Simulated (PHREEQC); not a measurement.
Sulfide liquor (model solution)

Solution (55 °C): 0.21 mol/kgw NaHS, 0.0014 mol/kgw NaOH and 0.004 mol/kgw MnCl2. Closed to the air; pH follows from the charge balance.

Computed with PHREEQC (ion-association model, wateq4f.dat).

Precipitation was switched off in this run.

**Question.** What pH, ionic strength does the model give?

**Answer.** pH 9.31; ionic strength 0.223 mol/kgw.

**Question.** In which forms is Mn present?

**Answer.** Mn+2 83 %, MnOH+ 16 %, MnCl+ 0.8 % of the Mn.

Saturation is exceeded, for instance for MnS(Green); the values hold only as long as no solid forms. Species that the database lacks are ignored. Constants without temperature data keep their 25 °C values here. The polysulfide entries of wateq4f.dat were taken out for this run.
